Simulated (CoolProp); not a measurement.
Vapour-liquid equilibrium of R1234yf (1) + isobutane (2) at 0.94 bar; x and y are mole fractions of (1).

Model: multi-fluid Helmholtz-energy mixture model, Lemmon 2022 and Bücker 2006; pair parameters Bell 2016, in CoolProp.

```tsv
x	bubble temperature (°C)	y at the bubble point	dew temperature at overall composition x (°C)	liquid density (mol/L)
0.05	-19.3	0.237	-14.8	10.35
0.125	-24.3	0.417	-16.5	10.45
0.2	-27.0	0.510	-18.4	10.51
0.275	-28.7	0.566	___	10.55
0.35	-29.7	0.605	-22.4	10.59
0.425	-30.4	0.636	-24.5	10.64
0.5	-31.0	0.663	-26.7	___
0.575	-31.4	0.691	-28.9	10.73
0.65	-31.7	0.721	-30.7	___
0.725	-31.9	0.757	-31.7	___
0.8	-32.0	0.802	-32.0	10.92
0.875	-31.9	0.859	-31.9	11.00
0.95	-31.6	0.935	-31.5	11.07
```

Task: Some entries are withheld; supply them.

Result: 
- 0.275, dew temperature at overall composition x (°C): -20.3
- 0.5, liquid density (mol/L): 10.68
- 0.65, liquid density (mol/L): 10.79
- 0.725, liquid density (mol/L): 10.85

y crosses x between x = 0.8 and 0.875: the model has an azeotrope there.

Pair parameters are fitted to limited data, so mixtures are less certain than the pure fluids.
